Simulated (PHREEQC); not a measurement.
Dissolve 0.0063 mol/kgw ZnCl2, 0.15 mol/kgw H3BO3 and 0.00034 mol/kgw HCl at 8.7 °C. Closed to the air; pH follows from the charge balance.

Model: ion-association model, phreeqc.dat, run in PHREEQC.

No solid was allowed to form.

Question: Estimate the pH, specific conductance.

Answer: pH 3.52; specific conductance 1020 µS/cm.

Away from 25 °C the constants follow the database's enthalpies or fits; those with neither stay at their 25 °C values.
